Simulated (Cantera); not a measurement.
A closed system holds: 1 mol Si3N4, 0.017 mol CO2, 170 mol H2, 0.0017 mol H2O, equilibrated at 975 °C and 0.0218 Torr.

Equilibrium computed with Cantera from the NASA thermochemical tables; the gas is ideal and each condensed phase is pure. Candidate condensed phases: C, C6H6, C7H8, C8H18, H2O, Si, SiC, SiO2, Si2N2O, Si3N4; 151 gas species. Mutual solubility and eutectic melting of coexisting phases are not modelled. Rates play no part.

Base state: H2 0.996, N2 0.00411, H 8.65e-5, SiO 1.83e-5 (mole fractions); condensed: Si(s) + SiC(s) + Si2N2O(s) + Si3N4(s).

Problem. What changes in the equilibrium state with this change: pressure from 0.0218 Torr to 0.0743 Torr?

Solution. 
| species | before | after |
|---|---|---|
| H2 | 0.996 | 0.999 |
| N2 | 0.00411 | 0.00120 |
| H | 8.65e-5 | 4.69e-5 |
| SiO | 1.83e-5 | 5.37e-6 |
| Si(s), mol | 1.02 | 0.272 |
| SiC(s), mol | 0.0170 | 0.0170 |
| Si2N2O(s), mol | 0.0325 | 0.0348 |
| Si3N4(s), mol | 0.633 | 0.880 |

Problem. What changes in the equilibrium state with this change: temperature from 975 °C to 1527 °C?

Solution. 
```csv
species,before,after
H2,0.996,0.909
H,8.65e-5,0.0634
Si,2.67e-7,0.0163
N2,0.00411,0.0111
Si2C,<1e-9,1.80e-5
Si2,<1e-9,1.47e-5
SiH,1.60e-8,9.54e-5
HCN,1.78e-8,1.04e-5
CO,1.67e-7,6.50e-5
"Si(s), mol",1.02,0
"SiC(s), mol",0.0170,0
"Si2N2O(s), mol",0.0325,0
"Si3N4(s), mol",0.633,0
```
